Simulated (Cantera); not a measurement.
What does this Cantera script print?

```python
import numpy as np
import cantera as ct

gas_names = [...]  # 95 gases of nasa_gas.yaml made of C, F, H
cond_names = """
    C(gr) C6H6(L) C7H8(L) C8H18(L),n-octa
""".split()


# ... load() reads the species with a 1 bar reference pressure and builds the phases ...
atoms = {
    'c-C4F8': {'C': 4, 'F': 8},
    'CH4': {'C': 1, 'H': 4},
}
top_T = {'C(gr)': 4500}  # K; cautious upper limits of use, not melting points


# ... equilibrate(T, P, feed) seeds the gas with the atoms and calls Mixture.equilibrate('TP', solver="gibbs", rtol=1e-10, max_steps=50000) ...
results = []
feed = {'c-C4F8': 1, 'CH4': 0.087}  # mol
T = 1975  # K
for P in [1, 5.2, 27, 140, 720, 3700, 19000, 100000]:
    mix = equilibrate(T, P, feed)
    results.append((T, P, feed, dict(zip(mix.species_names, mix.species_moles))))

top = {s: max(r[3][s] / sum(r[3][g] for g in gas_names) for r in results) for s in gas_names}
cols = sorted((s for s in top if top[s] > 1e-05), key=lambda s: -top[s])[:9]
seen = [c for c in cond_names if any(r[3].get(c, 0) > 1e-12 for r in results)]
print("log10 of partial pressures in bar; condensed amounts in mol")
print(f"{'P/Pa':>10s}" + "".join(f"{s[:9]:>10s}" for s in cols + seen))
for T, P, feed, n in results:
    ng = sum(n[g] for g in gas_names)
    print(f"{P:10.4g}" + "".join(f"{np.log10(max(n[s] / ng * P / 1e5, 1e-99)):10.3f}" for s in cols)
          + "".join(f"{n.get(c, 0):10.4g}" for c in seen))
```

Output:

```
log10 of partial pressures in bar; condensed amounts in mol
      P/Pa         F       CF4       CF2        HF       CF3        CF      CHF3     C(gr)
         1    -5.064    -8.049    -6.069    -6.325    -8.648    -7.452   -14.338     3.425
       5.2    -4.474    -5.687    -4.887    -5.508    -6.877    -6.861   -12.340     2.374
        27    -4.078    -4.106    -4.097    -4.591    -5.691    -6.466   -10.632     1.904
       140    -3.826    -3.095    -3.591    -3.750    -4.932    -6.213    -9.285      1.99
       720    -3.622    -2.281    -3.185    -2.988    -4.323    -6.010    -8.117     2.079
      3700    -3.435    -1.532    -2.810    -2.258    -3.760    -5.823    -7.012     2.128
   1.9e+04    -3.253    -0.806    -2.447    -1.539    -3.216    -5.641    -5.931     2.152
     1e+05    -3.071    -0.078    -2.083    -0.815    -2.670    -5.459    -4.842     2.164
```

These are equilibrium values from Cantera (NASA tables, ideal gas, pure condensed phases), not measurements of a reactor. The feed counts by its element totals alone. Gases not in the tables: C2F6 and larger saturated fluorocarbons.
